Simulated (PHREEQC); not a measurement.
Consider water at 65 °C with 0.044 mol/kgw CuSO4 and 0.016 mol/kgw NaCl. Closed to the air; pH follows from the charge balance.

Equilibrium calculation in PHREEQC: ion-association model, phreeqc.dat.

pH: 4.26
ionic strength: 0.114 mol/kgw
specific conductance: 12200 µS/cm
density: 0.988 g/cm³

```tsv
species	molality	activity	log γ
SO4-2	0.0250	0.00827	-0.481
Cu+2	0.0239	0.00860	-0.444
CuSO4	0.0180	0.0185	0.011
Na+	0.0152	0.0116	-0.118
Cl-	0.0141	0.0105	-0.130
CuCl+	0.00183	0.00136	-0.128
NaSO4-	0.000784	0.000601	-0.116
HSO4-	0.000155	0.000118	-0.120
Cu2(OH)2+2	0.000110	3.63e-5	-0.482
H+	6.71e-5	5.43e-5	-0.092
CuCl2	1.10e-5	1.12e-5	0.011
CuOH+	2.12e-6	1.58e-6	-0.128
```

Precipitation was switched off in this run. Constants without temperature data keep their 25 °C values here.
